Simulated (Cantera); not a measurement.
Input: 1 mol SiC, 0.26 mol H₂O, 25 mol N₂, 2 mol CO₂, held at 1048 K and 10000 Pa.

These are equilibrium values from Cantera (NASA tables, ideal gas, pure condensed phases), not measurements of a reactor. Candidate condensed phases: C, C₆H₆, C₇H₈, C₈H₁₈, H₂O, Si, SiC, SiO₂, Si₂N₂O, Si₃N₄; 151 gas species. The numbers say what is thermodynamically allowed, not how fast it happens.

Base state: N₂ 0.909, CO 0.0818, H₂ 0.00943, CO₂ 0.000149, H₂O 1.44e-5 (mole fractions); condensed: C(graphite) + SiO₂(β-quartz).

What changes in the equilibrium state with this change: CO₂ from 2 to 0.19 mol?


```
species                before    after
-------------------  --------  -------
N₂                      0.909    0.985
H₂                    0.00943   0.0104
CO                     0.0818  0.00465
CO₂                  0.000149  4.81e-7
H₂O                   1.44e-5  9.09e-7
C(graphite), mol        0.744     1.07
SiO₂(β-quartz), mol      1.00   0.0161
Si₂N₂O(s), mol              0    0.492
```
N₂ is the only nitrogen source here; it is nearly inert below about 1500 K, so the nitride shown seldom forms there in practice. Mutual solubility and eutectic melting of coexisting phases are not modelled.

What changes in the equilibrium state with this change: temperature from 1048 K to 1525 K?


| species | before | after |
|---|---|---|
| N₂ | 0.909 | 0.884 |
| CO | 0.0818 | 0.107 |
| H₂ | 0.00943 | 0.00927 |
| SiO | <1e-9 | 9.65e-5 |
| CO₂ | 0.000149 | 1.44e-5 |
| H₂O | 1.44e-5 | 3.35e-6 |
| C(graphite), mol | 0.744 | 0 |
| SiO₂(β-quartz), mol | 1.00 | 0.506 |
| Si₂N₂O(s), mol | 0 | 0.246 |
Mutual solubility and eutectic melting of coexisting phases are not modelled. The tables hold silica as quartz up to 1696 K and as liquid above; real silica turns to tridymite and cristobalite and melts near 1996 K.
